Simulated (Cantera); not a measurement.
An isothermal, constant-pressure homogeneous reactor starts with 32.3 % C₂H₆, 67.7 % H₂, at 1350 K and 100000 Pa.

Detailed kinetics in Cantera: GRI-Mech 3.0 (53 species, 325 reactions). GRI-Mech 3.0 stops at C3 and has no aromatics, soot or wall deposition, so with more carbon than oxygen in the feed, carbon stays in small species such as C2H2 where larger ones or solid carbon would form.

x: mole fraction; the columns are a selection and need not sum to one.

```json
[
 {"t (s)": "6.00e-6", "x C₂H₆": "0.322", "x H₂": "0.677", "x CH₂": "6.34e-10", "x CH₃": "6.45e-5", "x C₂H₄": "0.000140"},
 {"t (s)": "3.76e-5", "x C₂H₆": "0.311", "x H₂": "0.679", "x CH₂": "[?]", "x CH₃": "[?]", "x C₂H₄": "[?]"},
 {"t (s)": "0.000236", "x C₂H₆": "0.218", "x H₂": "0.688", "x CH₂": "1.22e-8", "x CH₃": "0.000233", "x C₂H₄": "0.0675"},
 {"t (s)": "0.00148", "x C₂H₆": "0.0339", "x H₂": "0.701", "x CH₂": "3.10e-9", "x CH₃": "0.000101", "x C₂H₄": "0.176"},
 {"t (s)": "0.00928", "x C₂H₆": "0.00328", "x H₂": "0.704", "x CH₂": "4.22e-10", "x CH₃": "3.43e-5", "x C₂H₄": "0.160"},
 {"t (s)": "0.0582", "x C₂H₆": "[?]", "x H₂": "0.700", "x CH₂": "2.77e-10", "x CH₃": "3.10e-5", "x C₂H₄": "[?]"},
 {"t (s)": "0.365", "x C₂H₆": "0.00136", "x H₂": "0.660", "x CH₂": "1.84e-10", "x CH₃": "3.15e-5", "x C₂H₄": "0.0748"},
 {"t (s)": "2.29", "x C₂H₆": "0.000853", "x H₂": "0.581", "x CH₂": "9.77e-11", "x CH₃": "2.98e-5", "x C₂H₄": "0.0518"},
 {"t (s)": "14.4", "x C₂H₆": "0.000567", "x H₂": "0.520", "x CH₂": "6.10e-11", "x CH₃": "2.69e-5", "x C₂H₄": "0.0357"},
 {"t (s)": "90.0", "x C₂H₆": "0.000554", "x H₂": "0.516", "x CH₂": "5.95e-11", "x CH₃": "2.67e-5", "x C₂H₄": "0.0348"}
]
```

Question: Some entries are withheld; supply them.

Answer: 
- 3.76e-5, x CH₂: 8.90e-9
- 3.76e-5, x CH₃: 0.000197
- 3.76e-5, x C₂H₄: 0.00686
- 0.0582, x C₂H₆: 0.00194
- 0.0582, x C₂H₄: 0.100
